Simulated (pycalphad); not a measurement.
Source of the numbers: pycalphad with the COST 507 light-alloy database (1999); pressure 1 atm. The database dates from 1999; later assessments differ in places, in temperatures and in the compounds included. Amounts are mole fractions of atoms.

Problem. Give the equilibrium state of Al-0.43Si-9.14C (at.%) at 1025 K.

Solution. liquid, fraction 0.787, with 0.54 Si, <0.01 C at.%; AL4C3, fraction 0.213, with 0.01 Si, 42.9 C at.%.

Problem. Give the equilibrium state of Al-0.43Si-9.14C (at.%) at 550 K.

Solution. fcc, fraction 0.788, with <0.01 Si, <0.01 C at.%; AL4C3, fraction 0.143, with <0.01 Si, 42.9 C at.%; AL8SIC7, fraction 0.069, with 6.2 Si, 43.7 C at.%.

Database names, with the compositions (at.%) that they take in these runs: AL4C3: Al 57 C 43; AL8SIC7: Al 50 C 44 Si 6.
